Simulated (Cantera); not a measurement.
A perfectly stirred reactor is fed with H2 : O2 = 0.087 : 1 (molar parts), equivalence ratio 0.043, at 0.0326 atm; it is held at 1048 K, and followed from long to short residence time.

Detailed kinetics in Cantera: the H2/O2 subset of GRI-Mech 3.0, which has no nitrogen chemistry. Radical loss at walls, strong at low pressure, is not modelled. The temperature is held fixed by assumption; the heat of reaction is taken as removed at once.

Question: What does this change do: H2 0.087 to 0.6 parts?

Answer: 
| quantity | before | after |
|---|---|---|
| x(H2) at τ = 2.60 s | 0.000199 | 0.000734 |
| x(O2) at τ = 2.60 s | 0.916 | 0.538 |
| x(H2O) at τ = 2.60 s | 0.0830 | 0.460 |
| x(H) at τ = 2.60 s | 1.47e-5 | 4.01e-5 |
| x(H2O2) at τ = 2.60 s | 2.37e-7 | 1.31e-6 |
| x(H2) at τ = 0.160 s | 0.00102 | 0.00417 |
| x(O2) at τ = 0.160 s | 0.915 | 0.538 |
| x(H2O) at τ = 0.160 s | 0.0817 | 0.455 |
| x(H) at τ = 0.160 s | 0.000233 | 0.000650 |
| x(H2O2) at τ = 0.160 s | 4.32e-7 | 2.30e-6 |

Question: What does this change do: H2 0.087 to 0.16 parts?

Answer: 
```tsv
quantity	before	after
x(H2) at τ = 2.60 s	0.000199	0.000297
x(O2) at τ = 2.60 s	0.916	0.851
x(H2O) at τ = 2.60 s	0.0830	0.148
x(H) at τ = 2.60 s	1.47e-5	1.98e-5
x(H2O2) at τ = 2.60 s	2.37e-7	4.10e-7
x(H2) at τ = 0.160 s	0.00102	0.00158
x(O2) at τ = 0.160 s	0.915	0.850
x(H2O) at τ = 0.160 s	0.0817	0.146
x(H) at τ = 0.160 s	0.000233	0.000318
x(H2O2) at τ = 0.160 s	4.32e-7	7.45e-7
```

Question: What does this change do: temperature 1048 to 1325 K?

Answer: 
| quantity | before | after |
|---|---|---|
| x(H2) at τ = 2.60 s | 0.000199 | 6.30e-5 |
| x(O2) at τ = 2.60 s | 0.916 | 0.915 |
| x(H2O) at τ = 2.60 s | 0.0830 | 0.0827 |
| x(H) at τ = 2.60 s | 1.47e-5 | 2.83e-5 |
| x(H2O2) at τ = 2.60 s | 2.37e-7 | 6.99e-8 |
| x(H2) at τ = 0.160 s | 0.00102 | 0.000358 |
| x(O2) at τ = 0.160 s | 0.915 | 0.911 |
| x(H2O) at τ = 0.160 s | 0.0817 | 0.0813 |
| x(H) at τ = 0.160 s | 0.000233 | 0.000438 |
| x(H2O2) at τ = 0.160 s | 4.32e-7 | 1.62e-7 |
